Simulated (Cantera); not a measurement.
**Calcination and drying: CaCO3 + H2O**

Input: 1 mol CaCO3, 0.75 mol H2O, held at 26.0 Pa.

Method: chemical equilibrium by Gibbs-energy minimisation in Cantera with the NASA 1993 tables (ideal gas, pure condensed phases). Candidate condensed phases: C, C6H6, C7H8, C8H18, Ca, CaCO3, CaO, Ca(OH)2, H2O; 115 gas species. Rates play no part.

From 1075 °C to 1575 °C the condensed part is CaO(s). The main Ca-bearing gas is Ca(OH)2 throughout.

```
T (°C)  log p CO2  log p H2O  log p CO  log p O2  log p H2  n CaO(s)
------  ---------  ---------  --------  --------  --------  --------
1075        -3.83      -3.95     -6.77     -6.94     -7.19      1.00
1125        -3.83      -3.95     -6.51     -6.69     -6.97      1.00
1175        -3.83      -3.95     -6.26     -6.46     -6.76      1.00
1225        -3.83      -3.96     -6.03     -6.24     -6.57      1.00
1275        -3.83      -3.96     -5.82     -6.04     -6.39     1.000
1325        -3.84      -3.96     -5.62     -5.85     -6.22     1.000
1375        -3.84      -3.96     -5.44     -5.67     -6.07     1.000
1425        -3.85      -3.97     -5.27     -5.51     -5.92     1.000
1475        -3.86      -3.97     -5.11     -5.35     -5.78     1.000
1525        -3.87      -3.98     -4.96     -5.21     -5.65     1.000
1575        -3.89      -3.99     -4.83     -5.08     -5.53     1.000
```
log p: log10 of the partial pressure in bar; n: condensed amount in mol.
